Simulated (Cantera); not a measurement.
Charge: 1 mol CH3OH, 0.1 mol CO2, equilibrated at 2075 K and 89.0 Pa.

Equilibrium computed with Cantera from the NASA thermochemical tables; the gas is ideal and each condensed phase is pure. Candidate condensed phases: C, C6H6, C7H8, C8H18, H2O; 110 gas species. The numbers say what is thermodynamically allowed, not how fast it happens.

Base state: H2 0.562, CO 0.339, H 0.0670, H2O 0.0274, CO2 0.00340, OH 0.000372, O 3.18e-5 (mole fractions); condensed: gas only.

Question: What changes in the equilibrium state with this change: CO2 from 0.1 to 0.59 mol?

Answer: 
| species | before | after |
|---|---|---|
| CO | 0.339 | 0.402 |
| H2 | 0.562 | 0.383 |
| H2O | 0.0274 | 0.129 |
| CO2 | 0.00340 | 0.0280 |
| H | 0.0670 | 0.0553 |
| O2 | 6.60e-7 | 3.17e-5 |
| O | 3.18e-5 | 0.000220 |
| OH | 0.000372 | 0.00213 |
